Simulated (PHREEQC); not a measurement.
Consider water at 25 °C with 0.0026 mol KH2PO4 and 0.0023 mol HF per kg of water. Closed to the air; pH follows from the charge balance.

Equilibrium calculation in PHREEQC: ion-association model, phreeqc.dat.

Precipitation was switched off in this run.

### Question
Order these F species by the share of F that they hold, largest first: HF, HF2-, F-.

### Answer
HF (52 %), F- (47 %), HF2- (0.44 %)

The pH is 3.10 and the ionic strength 0.00344 mol/kgw. Species that the database lacks are ignored.
